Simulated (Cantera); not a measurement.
Input: 1 mol CH2F2, 9.7 mol H2, at 3473 K and 35.0 mbar.

Equilibrium computed with Cantera from the NASA thermochemical tables; the gas is ideal and each condensed phase is pure. Candidate condensed phases: C, C6H6, C7H8, C8H18; 95 gas species. Equilibrium is a limit: real reactors are often held back by kinetics, nucleation or transport.

Base state: H 0.802, HF 0.0841, H2 0.0730, C 0.0150, F 0.0120, C3 0.00656, C2 0.00343, C2H 0.00226 (mole fractions); condensed: gas only.

What changes in the equilibrium state with this change: H2 from 9.7 to 0.6 mol?


```
species    before     after
-------  --------  --------
H           0.802     0.383
HF         0.0841     0.372
F          0.0120     0.111
CF       0.000684    0.0128
C3        0.00656    0.0541
H2         0.0730    0.0166
C2        0.00343    0.0140
C          0.0150    0.0303
CF2       8.59e-7  0.000149
C5        1.88e-5  0.000633
C2HF      1.39e-6   2.50e-5
C4        1.53e-5  0.000256
```

What changes in the equilibrium state with this change: temperature from 3473 K to 2050 K?


```tsv
species	before	after
H2	0.0730	0.818
HF	0.0841	0.170
H	0.802	0.0110
C	0.0150	2.49e-9
F	0.0120	1.14e-6
C2	0.00343	<1e-9
C3	0.00656	2.63e-9
CF	0.000684	6.74e-9
CH	0.000174	1.89e-9
C5	1.88e-5	<1e-9
C(graphite), mol	0	0.979
```

What changes in the equilibrium state with this change: CH2F2 replaced by CH3F?


```csv
species,before,after
H,0.802,0.844
H2,0.0730,0.0810
HF,0.0841,0.0411
F,0.0120,0.00557
C,0.0150,0.0147
CF,0.000684,0.000312
C5,1.88e-5,1.74e-5
```
